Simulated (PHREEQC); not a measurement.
Consider water at 20 °C with 0.091 mol MnSO4, 0.00062 mol CuCl2, 0.094 mol HCl and 5.1e-05 mol Na2SO4 per kg of water. Closed to the air; pH follows from the charge balance.

All values are PHREEQC results (ion-association model, wateq4f.dat), not measurements.

Q: The ionic strength comes out as 0.279 mol/kgw. What activity coefficients do H+, Cu+2, CuCl+, NaSO4-, MnCl+ get?

A: H+ 0.79, Cu+2 0.30, CuCl+ 0.70, NaSO4- 0.73, MnCl+ 0.72.

Precipitation was switched off in this run. Complexes and solids missing from the database can't appear.
